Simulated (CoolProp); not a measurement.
Vapour-liquid equilibrium of R125 (1) + R245fa (2) at 194.7 K; x and y are mole fractions of (1).

Model: multi-fluid Helmholtz-energy mixture model, Lemmon 2005 and Akasaka 2015; pair parameters Bell 2016, in CoolProp.

```
x     bubble pressure, mixture model (bar)  bubble pressure, Raoult's law (bar)  y, mixture model  y, Raoult's law
----  ------------------------------------  -----------------------------------  ----------------  ---------------
0.05                               0.01361                              0.01088             0.834            0.792
0.15                               0.03390                              0.02788             0.940            0.928
0.25                               0.05210                              0.04488             0.965            0.960
0.35                               0.06895                              0.06188             0.976            0.975
0.45                               0.08497                              0.07889             0.983            0.983
0.55                                0.1006                              0.09589             0.988            0.989
0.65                                0.1160                               0.1129             0.992            0.993
0.75                                0.1316                               0.1299             0.995            0.995
0.85                                0.1475                               0.1469             0.997            0.998
0.95                                0.1639                               0.1639             0.999            0.999
```

The largest gap from Raoult's law is +25.1 % in bubble pressure, at x = 0.05. No azeotrope shows between x = 0.05 and 0.95.

The pair parameters rest on a limited set of measurements; away from them the model extrapolates.
